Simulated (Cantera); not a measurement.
Cantera with NASA thermochemical tables; ideal gases at 1 bar, condensed phases pure. Values are per mole of reaction as written; species without (g) are pure solids or liquids, kept so even where they would boil at 1 bar.

Question: Between 300 and 1400 K, where is each reaction favourable under standard conditions?
- 3 Cu2O + 6 H2O(g) + O3(g) = 6 Cu(OH)2
- Cu + 2 H(g) + 2 O(g) = Cu(OH)2

Answer: 
- 3 Cu2O + 6 H2O(g) + O3(g) = 6 Cu(OH)2: ΔG° is -581 kJ at 300 K and 353 kJ at 1400 K; it changes sign between 300 and 1150 K. ΔH° is -708 kJ and ΔS° -758 J/K at 1400 K.
- Cu + 2 H(g) + 2 O(g) = Cu(OH)2: ΔG° is -1242 kJ at 300 K and -713 kJ at 1400 K; it stays negative (K > 1). ΔH° is -1396 kJ and ΔS° -488 J/K at 1400 K.
